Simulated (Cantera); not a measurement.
Input: 1 mol Al2O3, 110 mol H2, 0.34 mol H2O, held at 1877 °C and 77.0 mbar.

Equilibrium computed with Cantera from the NASA thermochemical tables; the gas is ideal and each condensed phase is pure. Candidate condensed phases: Al, Al2O3, H2O; 19 gas species. The tables' values for AlOH are old estimates; treat these amounts as uncertain. Rates play no part.

Base state: H2 0.982, H 0.0151, H2O 0.00320, Al 6.76e-5, AlOH 2.99e-5, Al2O 1.36e-5 (mole fractions); condensed: Al2O3(s).

**Question.** What changes in the equilibrium state with this change: temperature from 1877 °C to 1550 °C?

**Answer.** 
| species | before | after |
|---|---|---|
| H2 | 0.982 | 0.995 |
| H2O | 0.00320 | 0.00308 |
| H | 0.0151 | 0.00156 |
| AlOH | 2.99e-5 | 2.04e-7 |
| Al2O | 1.36e-5 | <1e-9 |
| Al | 6.76e-5 | 3.37e-8 |
| Al2O3(s), mol | 0.993 | 1.000 |

**Question.** What changes in the equilibrium state with this change: Al2O3 replaced by Fe3O4?

**Answer.** 
```
species         before    after
-------------  -------  -------
H2               0.982    0.925
H2O            0.00320   0.0380
Fe                   0   0.0225
H               0.0151   0.0146
Al             6.76e-5        0
AlOH           2.99e-5        0
FeO                  0  2.58e-5
Al2O           1.36e-5        0
Al2O3(s), mol    0.993        0
Fe(l), mol           0    0.434
```
Further candidate phases: Fe, FeO, Fe(OH)2, Fe(OH)3, Fe2O3, Fe3O4.
